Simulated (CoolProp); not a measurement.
R141b at several states: fugacity coefficient from the reference equation and from simpler models built on Tc = 204.4 °C, pc = 42.12 bar, ω = 0.220; each cubic takes its own stable root.

Model: reference Helmholtz-energy equation of state, Lemmon 2006, in CoolProp. It is a short technical equation, of lower accuracy than the large ones.

```json
[
 {"T (°C)": "-19.85", "p (bar)": "146", "phase": "liquid", "reference": "0.001306"},
 {"T (°C)": "-23.95", "p (bar)": "4.7", "phase": "liquid", "reference": "0.01792"},
 {"T (°C)": "68.85", "p (bar)": "246", "phase": "liquid", "reference": "0.02765"},
 {"T (°C)": "-32.15", "p (bar)": "0.457", "phase": "liquid", "reference": "0.1118"},
 {"T (°C)": "105.45", "p (bar)": "0.899", "phase": "gas", "reference": "0.9850"},
 {"T (°C)": "-33.75", "p (bar)": "155", "phase": "liquid", "reference": "0.0005845"}
]
```

Task: How far does each simpler model (van der Waals, Redlich-Kwong, Soave-Redlich-Kwong, Peng-Robinson) lie from the reference over these 6 states: mean and median of the absolute difference, and the worst?

Result: 
- van der Waals: mean 1439.6 %, median 1238.8 %, worst +3643.4 % at -33.75 °C and 155 bar
- Redlich-Kwong: mean 84.5 %, median 107.2 %, worst +128.6 % at -33.75 °C and 155 bar
- Soave-Redlich-Kwong: mean 4.3 %, median 4.2 %, worst +8.4 % at -33.75 °C and 155 bar
- Peng-Robinson: mean 5.3 %, median 5.8 %, worst +9.0 % at -32.15 °C and 0.457 bar

At some of these states van der Waals gives the other phase, because its saturation line lies elsewhere.
